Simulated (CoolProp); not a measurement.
The fluid at 515.54 K and 0.112 MPa is throttled through a valve to 0.0746 MPa with no heat exchange. The same conditions are run with several fluids, on thermodynamics alone (safety and materials aside).

Computed with CoolProp (reference Helmholtz-energy equation of state of each fluid (ethanol: Schroeder 2014; tetrahydrofuran: Fiedler 2023; n-decane: Lemmon 2006; isobutene: Lemmon 2005; methane: Setzmann 1991)).

```json
[
 {"fluid": "ethanol", "temperature change (K)": "-0.4", "final density (kg/m³)": "0.805"},
 {"fluid": "tetrahydrofuran", "temperature change (K)": "-0.3", "final density (kg/m³)": "1.26"},
 {"fluid": "n-decane", "temperature change (K)": "-0.6", "final density (kg/m³)": "2.55"},
 {"fluid": "isobutene", "temperature change (K)": "-0.2", "final density (kg/m³)": "0.980"},
 {"fluid": "methane", "temperature change (K)": "-0.0", "final density (kg/m³)": "0.279"}
]
```
